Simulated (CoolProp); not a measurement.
Vapour-liquid equilibrium of R143a (1) + n-butane (2) at 905 kPa; x and y are mole fractions of (1).

Model: multi-fluid Helmholtz-energy mixture model, Lemmon and Jacobsen 2000 and Bücker 2006; pair parameters Bell 2016, in CoolProp.

| x | bubble temperature (°C) | y at the bubble point | dew temperature at overall composition x (°C) | liquid density (mol/L) |
|---|---|---|---|---|
| 0.05 | 60.5 | 0.275 | 72.5 | [?] |
| 0.2 | 36.4 | 0.630 | 64.7 | 9.711 |
| 0.35 | 27.0 | [?] | 56.1 | 10.04 |
| 0.5 | 22.2 | 0.794 | 46.3 | 10.30 |
| 0.65 | 18.9 | 0.840 | 34.7 | 10.60 |
| 0.8 | 16.0 | [?] | [?] | 10.97 |
| 0.95 | 13.5 | 0.967 | 13.9 | 11.46 |

Question: Fill in the missing entries.

Answer: 
- 0.05, liquid density (mol/L): 9.089
- 0.35, y at the bubble point: 0.739
- 0.8, y at the bubble point: 0.893
- 0.8, dew temperature at overall composition x (°C): 21.7

No azeotrope shows between x = 0.05 and 0.95.

Pair parameters are fitted to limited data, so mixtures are less certain than the pure fluids. With so large a gap from Raoult's law the liquid may split in two, which this calculation doesn't test in full.
